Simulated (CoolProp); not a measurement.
A closed Brayton cycle with carbon dioxide: compressor inlet 322.15 K and 9.1 MPa, high pressure 20.7 MPa, turbine inlet 830 K, compressor efficiency 0.85, turbine efficiency 0.85, recuperator effectiveness 0 (on enthalpy, no pinch check). Each further row changes one setting.

Values from CoolProp's reference Helmholtz-energy equation of state, Span 1996.

```csv
case,thermal efficiency (%),net work (kJ/kg),compressor to turbine work,compressor exit (K),turbine exit (K)
as stated,11.5,69.0,0.34,381.9,735.8
turbine inlet 780 K,11.5,___,___,381.9,689.1
compressor inlet 332.15 K,___,___,___,400.8,735.8
high pressure 17.6 MPa,9.4,57.6,0.32,___,754.0
recuperator effectiveness 0.5,___,69.0,0.34,381.9,735.8
```

Q: Some entries are withheld; supply them.

A: 
- turbine inlet 780 K, net work (kJ/kg): 61.9
- turbine inlet 780 K, compressor to turbine work: 0.36
- compressor inlet 332.15 K, thermal efficiency (%): 11.0
- compressor inlet 332.15 K, net work (kJ/kg): 62.0
- compressor inlet 332.15 K, compressor to turbine work: 0.40
- high pressure 17.6 MPa, compressor exit (K): 369.9
- recuperator effectiveness 0.5, thermal efficiency (%): 17.5
